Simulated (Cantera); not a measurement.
Input (Python, Cantera):

```python
import numpy as np
import cantera as ct

surf = ct.Interface("ptcombust.yaml", "Pt_surf")
gas = surf.adjacent["gas"]
gas.TPX = 300, 5400, {'CH4': 0.017, 'O2': 0.076, 'N2': 0.79}
jet = ct.ImpingingJet(gas=gas, width=0.071, surface=surf)
jet.inlet.mdot, jet.inlet.T, jet.inlet.X = 0.023, 300, {'CH4': 0.017, 'O2': 0.076, 'N2': 0.79}
jet.set_refine_criteria(ratio=10, slope=0.2, curve=0.3)
show, cover = ['CH4', 'O2', 'H2O', 'OH', 'CO', 'CO2'], ["PT(S)", "H(S)", "O(S)", "OH(S)", "CO(S)", "C(S)"]

rows = []
print(f"{'Ts/K':>7s}" + "".join(f"{s:>11s}" for s in show + cover) + "   (gas at the wall, coverages)")
for i, Ts in enumerate([950, 1000, 1050, 1100, 1150, 1200, 1250]):
    jet.surface.T = Ts
    if i == 0:
        surf.TP = Ts, 5400
        surf.coverages = "PT(S):0.5, O(S):0.5"
        surf.advance_coverages(1.0)
        jet.set_initial_guess(products="inlet")
    jet.solve(loglevel=0, auto=(i == 0))
    rows.append([*(jet.X[gas.species_index(s), -1] for s in show), *surf[cover].coverages])
    print(f"{Ts:7g}" + "".join(f"{x:11.3e}" for x in rows[-1]))
```

It prints:

```
   Ts/K        CH4         O2        H2O         OH         CO        CO2      PT(S)       H(S)       O(S)      OH(S)      CO(S)       C(S)   (gas at the wall, coverages)
    950  7.003e-03  6.009e-02  2.277e-02  9.512e-08  4.288e-06  1.495e-02  3.294e-01  1.756e-07  6.697e-01  8.941e-04  3.423e-06  1.638e-08
   1000  5.172e-03  5.625e-02  2.613e-02  2.515e-07  4.332e-06  1.713e-02  4.054e-01  3.537e-07  5.938e-01  8.324e-04  2.304e-06  1.440e-08
   1050  3.947e-03  5.369e-02  2.834e-02  5.939e-07  4.464e-06  1.859e-02  4.790e-01  6.400e-07  5.202e-01  7.462e-04  1.576e-06  1.254e-08
   1100  3.127e-03  5.199e-02  2.978e-02  1.275e-06  4.738e-06  1.955e-02  5.488e-01  1.071e-06  4.506e-01  6.540e-04  1.115e-06  1.105e-08
   1150  2.565e-03  5.086e-02  3.073e-02  2.523e-06  5.183e-06  2.019e-02  6.141e-01  1.694e-06  3.854e-01  5.648e-04  8.220e-07  9.956e-09
   1200  2.170e-03  5.011e-02  3.134e-02  4.660e-06  5.848e-06  2.059e-02  6.737e-01  2.560e-06  3.258e-01  4.828e-04  6.313e-07  9.183e-09
   1250  1.883e-03  4.965e-02  3.172e-02  8.104e-06  6.800e-06  2.082e-02  7.273e-01  3.730e-06  2.722e-01  4.094e-04  5.042e-07  8.661e-09
```

Cantera simulation using Deutschmann's 1995 Pt surface mechanism with GRI-Mech 3.0 gas chemistry; the numbers are that mechanism's predictions, not measurements. Catalytic surfaces can have several steady states; this one follows from the mechanism file's or the stated starting coverage.
